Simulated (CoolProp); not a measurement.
The fluid at 298.15 K and 12.7 MPa flows at 0.35 m/s in a round tube of 12.7 mm bore and 0.25 µm roughness, fully developed (64/Re and Nu = 3.66 if laminar; Colebrook and Gnielinski if turbulent). The same conditions are run with several fluids, on thermodynamics alone (safety and materials aside).

Computed with CoolProp (reference Helmholtz-energy equation of state of each fluid (dry air: Lemmon 2000; normal hydrogen: Leachman 2009; nitrogen: Span 2000; CF4 (R14): Platzer 1990; oxygen: Schmidt 1985)). The equations of Platzer and Polt are older, rougher fits. Blends and air are pseudo-pure fits.

```
fluid            Reynolds number  Darcy friction factor  pressure drop (Pa/m)  heat-transfer coefficient (W/(m² K))  mass flow (kg/h)
---------------  ---------------  ---------------------  --------------------  ------------------------------------  ----------------
dry air                    31000                 0.0234                  16.8                                   197              23.7
normal hydrogen             4700                 0.0381                  1.76                                   230              1.53
nitrogen                   30400                 0.0235                  16.0                                   194              22.6
CF4 (R14)                  75400                 0.0192                  60.2                                   533               104
oxygen                     32100                 0.0232                  19.4                                   211              27.7
```

Transport values come from each fluid's own correlations; those of CF4 (R14) are estimates that may be off by 10 % or more.
